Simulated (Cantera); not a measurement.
An adiabatic, constant-pressure homogeneous reactor starts with 4.11 % CH4, 1.93 % CO, 19.5 % O2, 73.5 % N2, 0.944 % C2H6, equivalence ratio 0.64, at 1773 K and 0.440 bar.

Detailed kinetics in Cantera: GRI-Mech 3.0 (53 species, 325 reactions).

Predict: time of steepest temperature rise; temperature at 0.800 s; equilibrium temperature; x(CO) at 0.800 s; x(O2) at 0.800 s; x(NO2) at 0.800 s.


```json
{
 "time_of_steepest_temperature_rise": "56.4 µs",
 "temperature at 0.800 s": "2639 K",
 "equilibrium_temperature": "2639 K",
 "x(CO) at 0.800 s": "0.0234 (gas-phase equilibrium 0.0234)",
 "x(O2) at 0.800 s": "0.0669 (gas-phase equilibrium 0.0669)",
 "x(NO2) at 0.800 s": "4.51e-6 (gas-phase equilibrium 4.51e-6)"
}
```
